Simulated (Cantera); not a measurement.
Mixture: CO : H2 : CH4 : O2 : N2 = 1 : 0.75 : 1.3 : 5.79 : 21.8 (molar parts), at 3750 Torr, adiabatic and at constant pressure. Ignition delay is the time to a rise of 400 K.

Computed with Cantera and GRI-Mech 3.0 (53 species, 325 reactions). Below about 1000 K GRI-Mech 3.0 lacks low-temperature oxidation paths. Below about 950 K walls govern HO2 and H2O2 in real vessels.

What does this change do: 0.089 parts C2H6 added?


| quantity | before | after |
|---|---|---|
| delay at 925 K | 0.102 s | 0.119 s |
| delay at 1025 K | 6.33 ms | 8.36 ms |
| delay at 1125 K | 0.994 ms | 1.10 ms |
| delay at 1225 K | 0.338 ms | 0.309 ms |
| apparent activation energy between 1175 and 1275 K | 110 kJ/mol | 130 kJ/mol |

What does this change do: pressure from 3750 Torr to 2100 Torr?


```csv
quantity,before,after
delay at 925 K,0.102 s,0.104 s
delay at 1025 K,6.33 ms,5.65 ms
delay at 1125 K,0.994 ms,1.28 ms
delay at 1225 K,0.338 ms,0.497 ms
apparent activation energy between 1175 and 1275 K,110 kJ/mol,110 kJ/mol
```
